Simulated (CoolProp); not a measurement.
Model: reference Helmholtz-energy equation of state, Leachman 2009, in CoolProp.

### Question
For normal hydrogen, give the phase and the viscosity (µPa s), Prandtl number at 103.9 K and 0.755 MPa.

### Answer
- 103.9 K and 0.755 MPa: gas; viscosity 4.27, Prandtl number 0.677

Viscosity comes from a separate model (Muzny 2013). Thermal conductivity comes from a separate model (Assael 2011).
